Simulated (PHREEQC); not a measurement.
A solution holds 0.013 mol/kgw ZnBr2, at 25 °C. Closed to the air; pH follows from the charge balance.

The numbers come from PHREEQC with the ion-association model, wateq4f.dat.

No solid was allowed to form.

Q: Predict the pH.

A: pH 5.56.
